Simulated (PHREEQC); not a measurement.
0.016 g of hydrous ferric oxide (600 m²/g; 0.2 weak and 0.005 strong sites per Fe, Dzombak-Morel constants, diffuse double layer) in 1 kg of water with 0.05 mol/kgw of an inert sodium salt and 1.2e-05 mol ZnCl2, at 25 °C; the pH is set by adding NaOH or the inert anion's acid. O2 is buffered at 0.21 atm. CO2 from the air is kept out. No solid was allowed to form.

Computed with PHREEQC (ion-association model, wateq4f.dat).

| pH | Zn sorbed (%) | surface charge σ (C/m²) | surface potential ψ (mV) |
|---|---|---|---|
| 4 | 0.0 | 0.294 | 160 |
| 4.67 | 0.0 | 0.218 | 145 |
| 5.33 | 0.4 | 0.146 | 124 |
| 6 | 3.5 | 0.090 | 100 |
| 6.67 | 10.0 | 0.051 | 73 |
| 7.33 | 32.9 | 0.029 | 50 |
| 8 | 72.5 | 0.018 | 33 |
| 8.67 | 91.1 | 0.004 | 8 |
| 9.33 | 92.6 | -0.013 | -24 |
| 10 | 89.9 | -0.035 | -57 |
| 10.67 | 82.9 | -0.071 | -88 |
| 11.33 | 64.6 | -0.132 | -118 |
| 12 | 25.4 | -0.244 | -145 |

Species that the database lacks are ignored.
